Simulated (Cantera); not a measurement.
## HgO + N₂ (iron carbonyl, mercury and lead vapours)

Charge: 1 mol HgO, 1.4 mol N₂, held at 1.00 bar.

These are equilibrium values from Cantera (NASA tables, ideal gas, pure condensed phases), not measurements of a reactor. Candidate condensed phases: Hg, HgO; 10 gas species. Equilibrium is a limit: real reactors are often held back by kinetics, nucleation or transport.

```json
[
 {"T (K)": "573", "log p N₂": "-0.01", "log p Hg": "-2.00", "log p O₂": "-2.30", "log p NO": "-8.82", "log p NO₂": "-8.64", "log p O": "<-12", "log p N₂O": "<-12", "n HgO(s)": "0.986"},
 {"T (K)": "673", "log p N₂": "-0.17", "log p Hg": "-0.67", "log p O₂": "-0.97", "log p NO": "-7.00", "log p NO₂": "-6.94", "log p O": "<-12", "log p N₂O": "-10.89", "n HgO(s)": "0.553"},
 {"T (K)": "773", "log p N₂": "-0.32", "log p Hg": "-0.46", "log p O₂": "-0.76", "log p NO": "-6.06", "log p NO₂": "-6.48", "log p O": "<-12", "log p N₂O": "-10.11", "n HgO(s)": "0"},
 {"T (K)": "873", "log p N₂": "-0.32", "log p Hg": "-0.46", "log p O₂": "-0.76", "log p NO": "-5.35", "log p NO₂": "-6.22", "log p O": "<-12", "log p N₂O": "-9.47", "n HgO(s)": "0"},
 {"T (K)": "973", "log p N₂": "-0.32", "log p Hg": "-0.46", "log p O₂": "-0.76", "log p NO": "-4.79", "log p NO₂": "-6.01", "log p O": "-10.55", "log p N₂O": "-8.97", "n HgO(s)": "0"},
 {"T (K)": "1073", "log p N₂": "-0.32", "log p Hg": "-0.46", "log p O₂": "-0.76", "log p NO": "-4.33", "log p NO₂": "-5.85", "log p O": "-9.29", "log p N₂O": "-8.55", "n HgO(s)": "0"},
 {"T (K)": "1173", "log p N₂": "-0.32", "log p Hg": "-0.46", "log p O₂": "-0.76", "log p NO": "-3.95", "log p NO₂": "-5.71", "log p O": "-8.24", "log p N₂O": "-8.20", "n HgO(s)": "0"},
 {"T (K)": "1273", "log p N₂": "-0.32", "log p Hg": "-0.46", "log p O₂": "-0.76", "log p NO": "-3.63", "log p NO₂": "-5.59", "log p O": "-7.35", "log p N₂O": "-7.91", "n HgO(s)": "0"},
 {"T (K)": "1373", "log p N₂": "-0.32", "log p Hg": "-0.46", "log p O₂": "-0.76", "log p NO": "-3.36", "log p NO₂": "-5.49", "log p O": "-6.59", "log p N₂O": "-7.66", "n HgO(s)": "0"},
 {"T (K)": "1473", "log p N₂": "-0.32", "log p Hg": "-0.46", "log p O₂": "-0.76", "log p NO": "-3.12", "log p NO₂": "-5.40", "log p O": "-5.94", "log p N₂O": "-7.44", "n HgO(s)": "0"}
]
```
log p: log10 of the partial pressure in bar; n: condensed amount in mol.

From 573 K to 673 K the condensed part is HgO(s). From 773 K to 1473 K nothing is condensed. The main Hg-bearing gas is Hg throughout.
